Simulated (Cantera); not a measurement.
A Cantera script and its output.

```python
import numpy as np
import cantera as ct

gas = ct.Solution("gri30.yaml")
gas.TPX = 1425, 1333, {'H2': 0.013, 'O2': 1, 'N2': 0.19}
reactor = ct.IdealGasConstPressureReactor(gas, energy="off", clone=False)
net = ct.ReactorNet([reactor])
net.rtol, net.atol = 1e-08, 1e-18
show = ['H2', 'O2', 'O', 'H', 'NO2', 'N2O', 'NO']
times = np.geomspace(0.0001, 2, 9)

steps = ct.SolutionArray(gas, extra=["t"])
rows = []
print(f"{'t/s':>10s}{'T/K':>9s}{'P/Pa':>11s}" + "".join(f"{s:>11s}" for s in show))
for t in times:
    while net.time < t:
        t_next = net.step()
        steps.append(gas.state, t=t_next)
    rows.append([np.interp(t, steps.t, y) for y in (steps.T, steps.P, *steps(*show).X.T)])
    print(f"{t:10.3e}{rows[-1][0]:9.1f}{rows[-1][1]:11.4g}" + "".join(f"{x:11.3e}" for x in rows[-1][2:]))
rate = np.gradient(steps.T, steps.t)
print("integrator steps:", len(steps.t))
if steps.T.max() > steps.T[0] + 200:
    print(f"time of steepest temperature rise: {steps.t[rate.argmax()]:.4e} s")
gas.TPX = 1425, 1333, {'H2': 0.013, 'O2': 1, 'N2': 0.19}
gas.equilibrate("TP")
print(f"equilibrium (TP): T = {gas.T:.1f} K  " + "  ".join(f"{s} {gas[s].X[0]:.3e}" for s in show))
```

Result:

```
       t/s      T/K       P/Pa         H2         O2          O          H        NO2        N2O         NO
 1.000e-04   1425.0       1333  1.081e-02  8.313e-01  2.528e-08  8.710e-09  3.820e-24  1.001e-14  9.429e-18
 3.448e-04   1425.0       1333  1.081e-02  8.313e-01  1.691e-07  2.526e-08  6.474e-22  4.134e-14  2.195e-16
 1.189e-03   1425.0       1333  1.080e-02  8.312e-01  4.756e-06  5.384e-07  2.717e-19  2.550e-13  1.269e-14
 4.101e-03   1425.0       1333  1.213e-03  8.223e-01  7.427e-03  5.610e-04  7.961e-15  1.967e-10  1.844e-10
 1.414e-02   1425.0       1333  5.242e-05  8.211e-01  9.183e-03  3.596e-04  1.898e-13  2.433e-09  3.006e-09
 4.877e-02   1425.0       1333  4.872e-05  8.218e-01  8.495e-03  3.206e-04  8.754e-13  4.762e-09  1.338e-08
 1.682e-01   1425.0       1333  3.846e-05  8.236e-01  6.621e-03  2.218e-04  3.077e-12  5.299e-09  4.300e-08
 5.800e-01   1425.0       1333  1.981e-05  8.268e-01  3.330e-03  7.991e-05  8.767e-12  5.787e-09  9.707e-08
 2.000e+00   1425.0       1333  5.053e-06  8.294e-01  8.290e-04  1.003e-05  2.143e-11  6.400e-09  1.533e-07
integrator steps: 862
equilibrium (TP): T = 1425.0 K  H2 6.830e-08  O2 8.299e-01  O 1.102e-05  H 1.555e-08  NO2 1.162e-06  N2O 2.426e-09  NO 7.451e-04
```

Computed with Cantera and GRI-Mech 3.0 (53 species, 325 reactions). Radical loss at walls, strong at low pressure, is not modelled.
